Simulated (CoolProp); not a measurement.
n-pentane along the isobar 2.26 MPa: fugacity coefficient from the reference equation and from simpler models built on Tc = 196.5 °C, pc = 3.368 MPa, ω = 0.251; each cubic takes its own stable root.

Values from CoolProp's reference Helmholtz-energy equation of state, Thol 2019.

| T (°C) | phase | reference | van der Waals | Redlich-Kwong | Soave-Redlich-Kwong | Peng-Robinson |
|---|---|---|---|---|---|---|
| 126.25 | liquid | 0.3931 | 0.6089 | 0.4698 | 0.4041 | 0.3921 |
| 136.95 | liquid | 0.4645 | 0.6628 | 0.5378 | 0.4770 | 0.4627 |
| 147.55 | liquid | 0.5409 | 0.7163 | 0.6077 | 0.5543 | 0.5376 |
| 158.25 | liquid | 0.6226 | 0.7526 | 0.6795 | 0.6360 | 0.6170 |
| 168.95 | liquid | 0.7078 | 0.7681 | 0.7333 | 0.7193 | 0.6983 |
| 179.55 | gas | 0.7434 | 0.7819 | 0.7522 | 0.7478 | 0.7289 |
| 190.25 | gas | 0.7646 | 0.7946 | (withheld) | 0.7677 | 0.7488 |
| 200.85 | gas | 0.7830 | 0.8061 | 0.7844 | 0.7854 | 0.7665 |
| 211.55 | gas | 0.7996 | 0.8168 | 0.7984 | 0.8016 | 0.7827 |
| 222.15 | gas | 0.8144 | 0.8266 | 0.8110 | (withheld) | 0.7974 |
| 232.85 | gas | 0.8279 | 0.8358 | 0.8227 | (withheld) | 0.8110 |

### Question
Complete the blanks.

### Answer

- 190.25, Redlich-Kwong: 0.7692
- 222.15, Soave-Redlich-Kwong: 0.8162
- 232.85, Soave-Redlich-Kwong: 0.8296

At some of these states van der Waals, Redlich-Kwong gives the other phase, because its saturation line lies elsewhere.
